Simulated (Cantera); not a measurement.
# Premixed flame

A freely propagating, adiabatic, planar premixed flame of C3H8 : O2 : N2 = 1 : 5.68 : 21.4 (molar parts), unburnt at 450 K and 0.138 atm; multicomponent transport, grid criteria slope 0.08 and curve 0.16, no radiation.

Model: GRI-Mech 3.0 (53 species, 325 reactions), integrated in Cantera. GRI-Mech 3.0 was tuned for natural gas; its chemistry of propane as a main component is partial and can be far from experiment. Burning velocities carry a grid error of a few per cent, more on coarse grids.

```
z (mm)  T (K)  u (m/s)    x C3H8    x O2     x NO    x C2H2    x CH2O    x CH2
------  -----  -------  --------  ------  -------  --------  --------  -------
-5.50     450     1.18    0.0356   0.202    <1e-8     <1e-8   4.31e-8    <1e-8
-3.67     451     1.18    0.0356   0.202    <1e-8   6.66e-8   8.85e-7    <1e-8
-2.75     453     1.19    0.0355   0.201    <1e-8   4.75e-7   6.38e-6    <1e-8
-1.83     478     1.26    0.0352   0.198  2.29e-8   7.17e-6   8.37e-5    <1e-8
-0.917    761     2.05    0.0289   0.173  3.51e-7  0.000156  0.000775  3.17e-7
-0.458   1148     3.19    0.0120   0.134  1.02e-6  0.000542   0.00136  1.29e-5
0        1537     4.36  0.000633  0.0887  2.38e-6  0.000946  0.000834  5.03e-5
0.458    1698     4.84   1.88e-6  0.0618  4.24e-6  0.000222  0.000113  1.74e-5
0.917    1733     4.93     <1e-8  0.0506  5.56e-6   1.09e-5   6.86e-6  1.25e-6
1.83     1761     4.99     <1e-8  0.0433  6.93e-6   1.51e-8   2.47e-8    <1e-8
3.67     1793     5.05     <1e-8  0.0397  8.73e-6     <1e-8     <1e-8    <1e-8
7.33     1836     5.16     <1e-8  0.0379  1.20e-5     <1e-8     <1e-8    <1e-8
14.7     1896     5.30     <1e-8  0.0364  1.81e-5     <1e-8     <1e-8    <1e-8
```
x: mole fraction of selected species; z is measured from the peak of heat release.

```
Property                    Result
------------------------  --------
laminar burning velocity  117 cm/s
thermal thickness          1.83 mm
peak x(C2H2)              0.000966
peak x(CH2O)               0.00139
peak x(CH2)                5.03e-5
grid points                    152
```
